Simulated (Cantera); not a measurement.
Charge: 1 mol CuO, 1 mol H2, 2.9 mol H2O, equilibrated at 4730 Torr.

These are equilibrium values from Cantera (NASA tables, ideal gas, pure condensed phases), not measurements of a reactor. Candidate condensed phases: Cu, CuO, Cu(OH)2, Cu2O, H2O; 12 gas species. Mutual solubility and eutectic melting of coexisting phases are not modelled. Equilibrium is a limit: real reactors are often held back by kinetics, nucleation or transport.

x: gas mole fraction; n: condensed amount in mol.

```tsv
T (°C)	x H2O	x H2	x OH	x O2	x Cu	x H	n Cu(s)	n Cu2O(s)
350	1.00	3.09e-8	<1e-12	<1e-12	<1e-12	<1e-12	1.00	0
450	1.00	[?]	<1e-12	<1e-12	<1e-12	<1e-12	1.000	0
550	1.000	[?]	[?]	<1e-12	<1e-12	<1e-12	1.000	0
650	1.000	3.84e-6	5.78e-11	<1e-12	<1e-12	<1e-12	1.000	0
750	1.000	1.06e-5	1.33e-9	4.12e-11	6.10e-12	5.37e-12	1.000	0
850	1.000	2.48e-5	1.75e-8	1.37e-9	1.99e-10	8.45e-11	1.000	9.66e-5
950	1.000	5.09e-5	1.51e-7	2.53e-8	3.64e-9	8.55e-10	1.000	0.000198
1050	1.000	9.47e-5	9.39e-7	2.97e-7	4.26e-8	6.15e-9	0.999	0.000365
```

Q: Complete the blanks.

A: 
- 550, x H2: 1.11e-6
- 550, x OH: 1.17e-12
- 450, x H2: 2.33e-7
